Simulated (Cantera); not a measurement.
Carbothermic reduction: SiO₂ + CH₄ + CO

Charge: 1 mol SiO₂, 4.4 mol CH₄, 0.5 mol CO, held at 800 °C.

Method: chemical equilibrium by Gibbs-energy minimisation in Cantera with the NASA 1993 tables (ideal gas, pure condensed phases). Candidate condensed phases: C, C₆H₆, C₇H₈, C₈H₁₈, H₂O, Si, SiC, SiO₂; 123 gas species. Kinetics and transport are ignored.

```
P (Pa)   log p H₂  log p CH₄  log p CO  log p H₂O  log p CO₂  log p C₂H₆  log p C₂H₄  n C(graphite)  n SiO₂(β-quartz)
-------  --------  ---------  --------  ---------  ---------  ----------  ----------  -------------  ----------------
10          -4.02      -9.39     -5.27     -10.18     -11.39        <-16      -14.14           4.40             1.000
42          -3.40      -8.14     -4.65      -8.93     -10.14        <-15      -12.90           4.40              1.00
180         -2.77      -6.88     -4.01      -7.67      -8.88      -14.47      -11.63           4.40              1.00
750         -2.15      -5.64     -3.39      -6.43      -7.64      -12.62      -10.39           4.40              1.00
3200        -1.52      -4.38     -2.77      -5.17      -6.38      -10.73       -9.13           4.39              1.00
13000       -0.91      -3.16     -2.16      -3.96      -5.17       -8.91       -7.92           4.36              1.00
56000       -0.29      -1.91     -1.54      -2.71      -3.94       -7.03       -6.67           4.23              1.00
240000       0.31      -0.71     -0.96      -1.53      -2.78       -5.22       -5.46           3.82              1.00
1000000      0.85       0.36     -0.47      -0.51      -1.80       -3.62       -4.40           2.95              1.00
```
log p: log10 of the partial pressure in bar; n: condensed amount in mol.

From 0.000100 bar to 10.0 bar the condensed part is C(graphite) + SiO₂(β-quartz).
